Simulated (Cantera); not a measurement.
Mixture: 15.5 % CH4, 2.16 % CO, 15.9 % O2, 60.1 % N2, 6.34 % CO2, at 5.00 bar, adiabatic and at constant volume. Ignition delay is the time to a rise of 400 K.

Cantera simulation using GRI-Mech 3.0 (53 species, 325 reactions); the numbers are that mechanism's predictions, not measurements.

Task: Predict: delay at 1175 K; delay at 1275 K; delay at 1375 K; delay at 1475 K; delay at 1575 K; delay at 1675 K; delay at 1775 K; apparent activation energy between 1575 and 1775 K.

Result: 
```
Item                                                     Value
--------------------------------------------------  ----------
delay at 1175 K                                        27.3 ms
delay at 1275 K                                        7.10 ms
delay at 1375 K                                        2.09 ms
delay at 1475 K                                       0.676 ms
delay at 1575 K                                       0.238 ms
delay at 1675 K                                        92.9 µs
delay at 1775 K                                        40.5 µs
apparent activation energy between 1575 and 1775 K  210 kJ/mol
```
